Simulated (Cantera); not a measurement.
An adiabatic, constant-volume homogeneous reactor starts with 13.8 % CH₄, 2.63 % C₂H₆, 17.6 % O₂, 66.0 % N₂, equivalence ratio 2.1, at 1150 K and 37000 Pa.

Model: GRI-Mech 3.0 (53 species, 325 reactions), integrated in Cantera.

Task: Predict: time of steepest temperature rise; temperature at 0.200 s; equilibrium temperature; x(O₂) at 0.200 s; x(NO) at 0.200 s.

Result: 
- time of steepest temperature rise = 12.9 ms
- temperature at 0.200 s = 2467 K
- equilibrium temperature = 2467 K
- x(O₂) at 0.200 s = 1.20e-5 (gas-phase equilibrium 1.20e-5)
- x(NO) at 0.200 s = 0.000137 (gas-phase equilibrium 0.000137)
